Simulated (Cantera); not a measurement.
Feed: 1 mol V, a varied amount of N2O, 29 mol H2, at 2648 K and 10000 Pa.

Cantera equilibrium calculation (NASA polynomials, part measured and part estimated; ideal gas, pure solids and liquids). Candidate condensed phases: H2O, V, VN, VO, V2O3, V2O4, V2O5; 28 gas species. Equilibrium is a limit: real reactors are often held back by kinetics, nucleation or transport.

Problem. At 14 mol N2O, list the 7 most abundant gas species with their mole fractions, and the condensed phases.

Solution. H2 0.335, N2 0.301, H2O 0.239, H 0.0851, VO2 0.0209, OH 0.0148, O 0.00241. Condensed: gas only.
